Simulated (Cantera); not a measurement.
**Equilibrium for metals in furnace atmospheres: Fe + CO + H₂**

Input: 1 mol Fe, 0.26 mol CO, 7.6 mol H₂, at 940 Pa.

These are equilibrium values from Cantera (NASA tables, ideal gas, pure condensed phases), not measurements of a reactor. Candidate condensed phases: C, C₆H₆, C₇H₈, C₈H₁₈, Fe, Fe(CO)₅, FeO, Fe(OH)₂, Fe(OH)₃, Fe₂O₃, Fe₃O₄, H₂O; 114 gas species. Equilibrium is a limit: real reactors are often held back by kinetics, nucleation or transport.

```tsv
T (°C)	x H₂	x CO	x Fe	x H	x CH₄	n Fe(α)	n Fe(γ)	n Fe(δ)	n Fe(l)
577	0.964	0.0297	<1e-12	2.07e-10	0.00336	1.00	0	0	0
677	0.966	0.0324	<1e-12	5.64e-9	0.000655	1.00	0	0	0
777	0.967	0.0329	1.63e-11	8.23e-8	0.000169	1.00	0	0	0
877	0.967	0.0330	9.14e-10	7.57e-7	5.46e-5	1.00	0	0	0
977	0.967	0.0331	2.64e-8	4.90e-6	2.11e-5	0	1.00	0	0
1077	0.967	0.0331	4.57e-7	2.42e-5	9.38e-6	0	1.000	0	0
1177	0.967	0.0331	5.31e-6	9.59e-5	4.58e-6	0	1.000	0	0
1277	0.967	0.0331	4.46e-5	0.000319	2.31e-6	0	1.000	0	0
1377	0.966	0.0331	0.000287	0.000921	1.14e-6	0	0.998	0	0
1477	0.963	0.0330	0.00148	0.00235	5.47e-7	0	0	0.988	0
1577	0.956	0.0328	0.00623	0.00543	2.65e-7	0	0	0	0.951
```
x: gas mole fraction; n: condensed amount in mol.

From 577 °C to 877 °C the condensed part is Fe(α). From 977 °C to 1377 °C the condensed part is Fe(γ). At 1477 °C the condensed part is Fe(δ). At 1577 °C the condensed part is Fe(l).
